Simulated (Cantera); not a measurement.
An isothermal, constant-pressure homogeneous reactor starts with CH4 : H2 : H : H2O = 0.013 : 1 : 0.024 : 0.0036 (molar parts), at 1650 K and 0.0870 bar.

Detailed kinetics in Cantera: GRI-Mech 3.0 (53 species, 325 reactions). GRI-Mech 3.0 stops at C3 and has no aromatics, soot or wall deposition, so with more carbon than oxygen in the feed, carbon stays in small species such as C2H2 where larger ones or solid carbon would form.

x: mole fraction; the columns are a selection and need not sum to one.

| t (s) | x CH4 | x H2 | x H | x C2H2 | x CH2 | x C2H6 |
|---|---|---|---|---|---|---|
| 4.00e-6 | 0.0106 | 0.963 | 0.0210 | 1.19e-7 | 6.32e-6 | 1.47e-6 |
| 1.50e-5 | 0.00918 | 0.965 | 0.0191 | 8.91e-6 | 2.11e-5 | 1.28e-5 |
| 5.60e-5 | 0.00902 | 0.968 | 0.0167 | 0.000113 | 2.21e-5 | 1.76e-5 |
| 0.000209 | 0.00917 | 0.973 | 0.0116 | 0.000478 | 1.38e-5 | 1.31e-5 |
| 0.000783 | 0.00949 | 0.979 | 0.00550 | 0.000929 | 4.30e-6 | 7.00e-6 |
| 0.00293 | 0.00969 | 0.983 | 0.00190 | 0.00122 | 6.39e-7 | 2.62e-6 |
| 0.0110 | 0.00969 | 0.985 | ? | 0.00137 | ? | ? |
| 0.0410 | 0.00959 | 0.985 | 0.000312 | 0.00145 | 1.88e-8 | 3.00e-7 |
| 0.153 | 0.00927 | 0.985 | 0.000298 | 0.00161 | 1.66e-8 | 2.63e-7 |
| 0.573 | 0.00825 | 0.986 | 0.000299 | 0.00211 | 1.49e-8 | 2.10e-7 |
| 2.14 | ? | 0.987 | 0.000302 | ? | ? | ? |
| 8.02 | 0.00292 | 0.989 | 0.000306 | 0.00468 | 5.58e-9 | 3.03e-8 |
| 30.0 | 0.00153 | 0.990 | 0.000308 | 0.00514 | 2.99e-9 | 1.13e-8 |

**Question.** What belongs in the gaps?

**Answer.** 
- 0.0110, x H: 0.000614
- 0.0110, x CH2: 7.21e-8
- 0.0110, x C2H6: 7.53e-7
- 2.14, x CH4: 0.00585
- 2.14, x C2H2: 0.00329
- 2.14, x CH2: 1.08e-8
- 2.14, x C2H6: 1.08e-7
